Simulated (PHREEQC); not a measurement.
Model water analysis in mg/L, 25 °C, pH 6.29, pe 10.3:

```tsv
constituent	mg/L
Na	0.89
K	0.034
Ca	2.67
Mg	1.01
Cl	1.35
S(6) as SO4	9.66
Alkalinity as HCO3	1.42
F	0.000868
Cu(2)	0.03
```

Valence states are taken as typed.

Computed with PHREEQC (ion-association model, wateq4f.dat).

Precipitation was switched off in this run.

### Question
Estimate the charge-balance error.

### Answer
charge-balance error -1.1 %.

### Question
In which forms is Mg present?

### Answer
Mg+2 98 %, MgSO4 1.9 % of the Mg.

Species that the database lacks are ignored.
